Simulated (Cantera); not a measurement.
# Stirred combustor or abatement burner

A perfectly stirred reactor is fed with CH₄ : H₂ : O₂ : N₂ = 1 : 0.39 : 3.85 : 14.5 (molar parts), equivalence ratio 0.57, at 5.00 bar; it is adiabatic with a 750 K inlet, and is followed from long to short residence time, starting on the burning branch (τ in s: 0.3, 0.08, 0.022, 0.0058, 0.0016, 0.00042, 0.00011, 3e-05, 8.2e-06).

Computed with Cantera and GRI-Mech 3.0 (53 species, 325 reactions).

| τ (s) | T (K) | x CH₄ | x H₂ | x O₂ | x H₂O | x C₂H₆ | x CH₃ | x C₂H₄ |
|---|---|---|---|---|---|---|---|---|
| 0.30 | 1987 | 6.15e-7 | 5.19e-5 | 0.0841 | 0.122 | <1e-12 | 1.78e-7 | 7.47e-12 |
| 0.080 | 1987 | 2.18e-6 | 5.88e-5 | 0.0843 | 0.122 | 1.04e-11 | 6.36e-7 | 9.17e-11 |
| 0.022 | 1986 | 6.92e-6 | 8.07e-5 | 0.0844 | 0.121 | 9.72e-11 | 2.02e-6 | 8.49e-10 |
| 0.0058 | 1981 | 1.96e-5 | 0.000147 | 0.0845 | 0.121 | 6.43e-10 | 5.68e-6 | 5.46e-9 |
| 0.0016 | 1970 | 4.77e-5 | 0.000311 | 0.0847 | 0.120 | 2.71e-9 | 1.32e-5 | 2.18e-8 |
| 0.00042 | 1944 | 0.000117 | 0.000703 | 0.0854 | 0.119 | 1.02e-8 | 2.95e-5 | 7.28e-8 |
| 0.00011 | 1890 | 0.000315 | 0.00156 | 0.0878 | 0.117 | 4.50e-8 | 6.70e-5 | 2.51e-7 |
| 3.0e-5 | 1768 | 0.00123 | 0.00356 | 0.0957 | 0.112 | 6.02e-7 | 0.000198 | 1.95e-6 |
| 8.2e-6 | 750 | 0.0507 | 0.0198 | 0.195 | <1e-12 | <1e-12 | <1e-12 | <1e-12 |
x: mole fraction; the columns are a selection and need not sum to one.
